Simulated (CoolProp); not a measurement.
Properties of ethanol along the isobar 8.46 MPa.

The numbers come from the reference Helmholtz-energy equation of state, Schroeder 2014 in CoolProp.

```tsv
T (°C)	phase	Joule-Thomson coefficient (K/MPa)	isothermal compressibility (1/MPa)	expansivity (1/kK)	conductivity (mW/(m K))
158.15	liquid	-0.02045	0.003508	2.201	146
167.15	liquid	0.02098	0.004016	2.390	145
176.25	liquid	0.06818	0.004652	2.604	143
185.25	liquid	0.1225	0.005448	2.848	142
194.25	liquid	0.1885	0.006485	3.143	140
203.35	liquid	0.2746	0.007930	3.532	139
212.35	liquid	0.3920	0.01004	4.080	137
221.45	liquid	0.5687	0.01355	4.947	136
230.45	liquid	0.8545	0.02013	6.466	134
239.55	liquid	1.395	0.03610	9.744	133
248.55	supercritical	2.555	0.08937	18.53	132
257.55	supercritical	5.244	0.3315	45.43	133
266.65	supercritical	8.010	0.4382	37.42	111
```

Thermal conductivity comes from a separate model (Assael 2013).
